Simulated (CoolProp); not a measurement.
Vapour-liquid equilibrium of trans-2-butene (1) + acetone (2) at 3.74 bar; x and y are mole fractions of (1).

Values from CoolProp's multi-fluid Helmholtz-energy mixture model, Lemmon 2005 and Lemmon 2006; pair parameters Bell 2016.

```tsv
x	bubble temperature, mixture model (K)	bubble temperature, Raoult's law (K)	y, mixture model	y, Raoult's law
0.05	___	367.7	0.281	0.181
0.125	347.9	360.1	0.537	0.386
0.2	338.5	353.5	0.672	0.535
0.275	332.1	347.6	0.748	0.646
0.35	327.8	342.4	___	0.729
0.425	324.8	337.8	0.824	0.793
0.5	322.6	333.6	0.846	0.843
0.575	320.9	329.9	0.863	0.882
0.65	___	326.5	0.879	0.914
0.725	318.2	323.3	0.896	0.939
0.8	317.0	320.5	0.915	0.960
0.875	315.8	317.8	0.939	0.977
0.95	314.6	315.4	0.971	0.992
```

Question: Some entries are withheld; supply them.

Answer: 
- 0.05, bubble temperature, mixture model (K): 361.6
- 0.35, y, mixture model: 0.794
- 0.65, bubble temperature, mixture model (K): 319.5

The largest gap from Raoult's law is -15.5 K in bubble temperature, at x = 0.275. No azeotrope shows between x = 0.05 and 0.95.

The pair parameters rest on a limited set of measurements; away from them the model extrapolates.
